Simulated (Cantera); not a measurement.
## Low-pressure radical oxidation in H2/O2

An isothermal, constant-pressure homogeneous reactor starts with H₂ : O₂ = 0.095 : 1 (molar parts), at 1225 K and 1.20 Torr.

Detailed kinetics in Cantera: the H2/O2 subset of GRI-Mech 3.0, which has no nitrogen chemistry. Radical loss at walls, strong at low pressure, is not modelled. The temperature is held fixed by assumption; the heat of reaction is taken as removed at once.

| t (s) | x H₂ | x O₂ | x H₂O | x H₂O₂ | x HO₂ |
|---|---|---|---|---|---|
| 7.00e-5 | 0.0868 | 0.913 | 7.10e-12 | <1e-12 | 9.71e-10 |
| 0.000165 | 0.0868 | 0.913 | 8.25e-11 | <1e-12 | 2.28e-9 |
| 0.000387 | 0.0868 | 0.913 | 8.71e-10 | 1.08e-12 | 5.37e-9 |
| 0.000910 | 0.0868 | 0.913 | 8.58e-9 | 5.98e-12 | 1.26e-8 |
| 0.00214 | 0.0868 | 0.913 | 1.09e-7 | 3.29e-11 | 2.97e-8 |
| 0.00503 | 0.0867 | 0.913 | 5.67e-6 | 1.80e-10 | 7.08e-8 |
| 0.0118 | 0.0614 | 0.896 | 0.0185 | 2.00e-8 | 4.30e-7 |
| 0.0278 | 0.00226 | 0.849 | 0.0718 | 1.65e-8 | 5.79e-7 |
| 0.0654 | 0.00217 | 0.850 | 0.0724 | 1.63e-8 | 5.78e-7 |
| 0.154 | 0.00209 | 0.853 | 0.0734 | 1.66e-8 | 5.77e-7 |
| 0.362 | 0.00190 | 0.860 | 0.0755 | 1.71e-8 | 5.74e-7 |
| 0.851 | 0.00151 | 0.871 | 0.0794 | 1.80e-8 | 5.59e-7 |
| 2.00 | 0.000892 | 0.888 | 0.0845 | 1.84e-8 | 5.01e-7 |
x: mole fraction; the columns are a selection and need not sum to one.

Equilibrium at this temperature and pressure: H₂ 5.06e-8, O₂ 0.909, H₂O 0.0907, H₂O₂ 1.03e-10, HO₂ 1.01e-8 (gas phase only).
